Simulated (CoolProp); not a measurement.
Values from CoolProp's reference Helmholtz-energy equation of state, Lemmon 2006. It is a short technical equation, of lower accuracy than the large ones.

### Question
For nitrous oxide, give the phase and the Z, speed of sound (m/s), Joule-Thomson coefficient (K/MPa), expansivity (1/kK) at 71.45 °C and 2.72 MPa.

### Answer
- 71.45 °C and 2.72 MPa: gas; Z 0.903, speed of sound 271, Joule-Thomson coefficient 7.89, expansivity 4.03
